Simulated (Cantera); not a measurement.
Input: 1 mol SiH4, 0.33 mol O2, a varied amount of O3, equilibrated at 1173.15 K and 3.08 Torr.

These are equilibrium values from Cantera (NASA tables, ideal gas, pure condensed phases), not measurements of a reactor. Candidate condensed phases: H2O, Si, SiO2; 18 gas species. Mutual solubility and eutectic melting of coexisting phases are not modelled. The tables hold silica as quartz up to 1696 K and as liquid above; real silica turns to tridymite and cristobalite and melts near 1996 K. Equilibrium is a limit: real reactors are often held back by kinetics, nucleation or transport.

x: gas mole fraction; n: condensed amount in mol.

| n(O3) (mol) | x H2 | x H2O | x O2 | x SiO | x OH | n Si(s) | n SiO2(β-quartz) |
|---|---|---|---|---|---|---|---|
| 0.28 | 1.000 | 3.64e-8 | <1e-12 | 5.93e-5 | <1e-12 | 0.250 | 0.750 |
| 0.43 | 1.000 | 3.64e-8 | <1e-12 | 5.93e-5 | <1e-12 | 0.0249 | 0.975 |
| 0.66 | 0.680 | 0.320 | <1e-12 | 4.59e-12 | [?] | 0 | 1.00 |
| 1 | 0.170 | 0.830 | <1e-12 | <1e-12 | [?] | 0 | 1.00 |
| 1.5 | 1.83e-7 | 0.775 | 0.225 | <1e-12 | 2.31e-5 | 0 | 1.00 |
| 2.4 | 8.14e-8 | 0.509 | 0.491 | <1e-12 | 2.27e-5 | 0 | 1.00 |
| 3.6 | 4.85e-8 | 0.349 | 0.651 | <1e-12 | [?] | 0 | 1.00 |

Problem. Complete the blanks.

Solution. 
- 0.66, x OH: 4.94e-9
- 1, x OH: 2.56e-8
- 3.6, x OH: 2.02e-5
